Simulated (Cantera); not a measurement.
An adiabatic, constant-volume homogeneous reactor starts with 13.5 % CO, 2.29 % H2, 7.95 % O2, 76.3 % N2, equivalence ratio 0.99, at 1525 K and 10.0 bar.

Model: GRI-Mech 3.0 (53 species, 325 reactions), integrated in Cantera. The hydrogen kinetics of GRI-Mech 3.0 are dated; newer H2 mechanisms differ, most at raised pressure.

Predict: time of steepest temperature rise; temperature at 10.0 s; equilibrium temperature; x(CO) at 10.0 s; x(H2) at 10.0 s; x(O2) at 10.0 s; x(H) at 10.0 s; x(CO2) at 10.0 s; x(HO2) at 10.0 s; x(NO) at 10.0 s.

time of steepest temperature rise: 5.10 µs
temperature at 10.0 s: 2696 K
equilibrium temperature: 2696 K
x(CO) at 10.0 s: 0.0273 (gas-phase equilibrium 0.0273)
x(H2) at 10.0 s: 0.000772 (gas-phase equilibrium 0.000772)
x(O2) at 10.0 s: 0.0103 (gas-phase equilibrium 0.0103)
x(H) at 10.0 s: 0.000385 (gas-phase equilibrium 0.000385)
x(CO2) at 10.0 s: 0.116 (gas-phase equilibrium 0.116)
x(HO2) at 10.0 s: 2.26e-6 (gas-phase equilibrium 2.26e-6)
x(NO) at 10.0 s: 0.00713 (gas-phase equilibrium 0.00713)
